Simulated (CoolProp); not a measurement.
Vapour-liquid equilibrium of CHF3 (R23) (1) + sulfur hexafluoride (2) at 1.38 MPa; x and y are mole fractions of (1).

Values from CoolProp's multi-fluid Helmholtz-energy mixture model, Penoncello 2003 and Guder 2009; pair parameters Bell 2016.

```json
[
 {"x": "0.05", "bubble temperature, mixture model (K)": "271.3", "bubble temperature, Raoult's law (K)": "274.9", "y, mixture model": "0.145", "y, Raoult's law": "0.095"},
 {"x": "0.2", "bubble temperature, mixture model (K)": "…", "bubble temperature, Raoult's law (K)": "270.1", "y, mixture model": "…", "y, Raoult's law": "0.333"},
 {"x": "0.35", "bubble temperature, mixture model (K)": "256.6", "bubble temperature, Raoult's law (K)": "266.0", "y, mixture model": "…", "y, Raoult's law": "0.519"},
 {"x": "0.5", "bubble temperature, mixture model (K)": "254.0", "bubble temperature, Raoult's law (K)": "262.4", "y, mixture model": "…", "y, Raoult's law": "0.667"},
 {"x": "0.65", "bubble temperature, mixture model (K)": "…", "bubble temperature, Raoult's law (K)": "259.1", "y, mixture model": "0.707", "y, Raoult's law": "0.789"},
 {"x": "0.8", "bubble temperature, mixture model (K)": "…", "bubble temperature, Raoult's law (K)": "256.2", "y, mixture model": "0.806", "y, Raoult's law": "0.890"},
 {"x": "0.95", "bubble temperature, mixture model (K)": "…", "bubble temperature, Raoult's law (K)": "253.6", "y, mixture model": "…", "y, Raoult's law": "0.975"}
]
```

### Question
Some entries are withheld; supply them.

### Answer

- 0.2, bubble temperature, mixture model (K): 261.4
- 0.2, y, mixture model: 0.401
- 0.35, y, mixture model: 0.531
- 0.5, y, mixture model: 0.622
- 0.65, bubble temperature, mixture model (K): 252.5
- 0.8, bubble temperature, mixture model (K): 251.9
- 0.95, bubble temperature, mixture model (K): 252.3
- 0.95, y, mixture model: 0.941

The largest gap from Raoult's law is -9.4 K in bubble temperature, at x = 0.35. y crosses x between x = 0.8 and 0.95: the model has an azeotrope there.

Pair parameters are fitted to limited data, so mixtures are less certain than the pure fluids.
